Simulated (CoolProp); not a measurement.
Vapour-liquid equilibrium of R22 (1) + R11 (2) at 0.541 MPa; x and y are mole fractions of (1).

Computed with CoolProp (multi-fluid Helmholtz-energy mixture model, Kamei 1995 and Jacobsen 1992; pair parameters Bell 2016).

```json
[
 {"x": "0.05", "bubble temperature (°C)": "68.1", "y at the bubble point": "0.290", "dew temperature at overall composition x (°C)": "79.3", "liquid density (mol/L)": "10.05"},
 {"x": "0.125", "bubble temperature (°C)": "53.0", "y at the bubble point": "0.547", "dew temperature at overall composition x (°C)": "76.0", "liquid density (mol/L)": "10.51"},
 {"x": "0.2", "bubble temperature (°C)": "42.3", "y at the bubble point": "0.687", "dew temperature at overall composition x (°C)": "72.5", "liquid density (mol/L)": "10.91"},
 {"x": "0.275", "bubble temperature (°C)": "34.5", "y at the bubble point": "0.770", "dew temperature at overall composition x (°C)": "68.8", "liquid density (mol/L)": "11.27"},
 {"x": "0.35", "bubble temperature (°C)": "28.6", "y at the bubble point": "0.824", "dew temperature at overall composition x (°C)": "64.9", "liquid density (mol/L)": "11.60"},
 {"x": "0.425", "bubble temperature (°C)": "23.9", "y at the bubble point": "0.862", "dew temperature at overall composition x (°C)": "60.7", "liquid density (mol/L)": "11.93"},
 {"x": "0.5", "bubble temperature (°C)": "20.1", "y at the bubble point": "0.890", "dew temperature at overall composition x (°C)": "56.1", "liquid density (mol/L)": "12.25"},
 {"x": "0.575", "bubble temperature (°C)": "16.7", "y at the bubble point": "0.913", "dew temperature at overall composition x (°C)": "51.0", "liquid density (mol/L)": "12.58"},
 {"x": "0.65", "bubble temperature (°C)": "13.8", "y at the bubble point": "0.932", "dew temperature at overall composition x (°C)": "45.4", "liquid density (mol/L)": "12.92"},
 {"x": "0.725", "bubble temperature (°C)": "11.2", "y at the bubble point": "0.948", "dew temperature at overall composition x (°C)": "38.9", "liquid density (mol/L)": "13.27"},
 {"x": "0.8", "bubble temperature (°C)": "8.7", "y at the bubble point": "0.963", "dew temperature at overall composition x (°C)": "31.3", "liquid density (mol/L)": "13.64"},
 {"x": "0.875", "bubble temperature (°C)": "6.3", "y at the bubble point": "0.978", "dew temperature at overall composition x (°C)": "22.1", "liquid density (mol/L)": "14.02"},
 {"x": "0.95", "bubble temperature (°C)": "4.1", "y at the bubble point": "0.991", "dew temperature at overall composition x (°C)": "10.9", "liquid density (mol/L)": "14.43"}
]
```

No azeotrope shows between x = 0.05 and 0.95.

The pair parameters rest on a limited set of measurements; away from them the model extrapolates.
